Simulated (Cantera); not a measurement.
A closed system holds: 1 mol CaO, a varied amount of HF, held at 0.0105 Torr.

Equilibrium computed with Cantera from the NASA thermochemical tables; the gas is ideal and each condensed phase is pure. Candidate condensed phases: Ca, CaF2, CaO, Ca(OH)2, H2O; 29 gas species. Mutual solubility and eutectic melting of coexisting phases are not modelled. Rates play no part.

Question: What condenses at these points (T in K, n(HF) in mol): (1373, 7.1); (1373, 22); (1473, 22); (1373, 22); (1298, 19); (1473, 10); (1398, 4.1)?

Answer: 
| T (K) | n(HF) in mol | condensed phases | Ca condensed (%) |
|---|---|---|---|
| 1373 | 7.1 | CaF2 | 95.2 |
| 1373 | 22 | CaF2 | 83.5 |
| 1473 | 22 | gas only | 0.0 |
| 1373 | 22 | CaF2 | 83.5 |
| 1298 | 19 | CaF2 | 98.3 |
| 1473 | 10 | CaO | 25.4 |
| 1398 | 4.1 | CaF2 + CaO | 94.8 |
